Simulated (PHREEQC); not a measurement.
0.075 g of hydrous ferric oxide (600 m²/g; 0.2 weak and 0.005 strong sites per Fe, Dzombak-Morel constants, diffuse double layer) in 1 kg of water with 0.001 mol/kgw of an inert sodium salt and 4.2e-06 mol H3BO3 and 3e-05 mol MgCl2, at 25 °C; the pH is set by adding NaOH or the inert anion's acid. Oxygen is held at 0.21 atm. CO2 from the air is kept out. Nothing may precipitate in this run.

Base run: PHREEQC, ion-association model, wateq4f.dat. Each further column changes one thing. The table gives Mg sorbed (%).

| pH | base | no electrostatic term (-no_edl) | background salt from 0.001 to 0.0001 mol/kgw | oxide from 0.075 to 0.38 g/kgw |
|---|---|---|---|---|
| 3 | 0.0 | 0.0 | 0.0 | 0.0 |
| 3.67 | 0.0 | 0.0 | 0.0 | 0.0 |
| 4.33 | 0.0 | 0.0 | 0.0 | 0.0 |
| 5 | 0.0 | 0.0 | 0.0 | 0.0 |
| 5.67 | 0.0 | 0.0 | 0.0 | 0.0 |
| 6.33 | 0.0 | 0.1 | 0.0 | 0.1 |
| 7 | 0.2 | 1.2 | 0.2 | 1.2 |
| 7.67 | 4.5 | 10.2 | [?] | 19.3 |
| 8.33 | 39.8 | [?] | 41.5 | 81.1 |
| 9 | 88.5 | [?] | [?] | 98.9 |
| 9.67 | 99.3 | [?] | 99.4 | [?] |
| 10.33 | 100.0 | 70.7 | 100.0 | 100.0 |
| 11 | 100.0 | 66.3 | 100.0 | 100.0 |

Q: Complete the blanks.

A: 
- 7.67, background salt from 0.001 to 0.0001 mol/kgw: 4.8
- 8.33, no electrostatic term (-no_edl): 35.3
- 9, no electrostatic term (-no_edl): 59.7
- 9, background salt from 0.001 to 0.0001 mol/kgw: 89.4
- 9.67, no electrostatic term (-no_edl): 69.3
- 9.67, oxide from 0.075 to 0.38 g/kgw: 99.9

The oxide is taken as insoluble; below pH 4 it would dissolve.
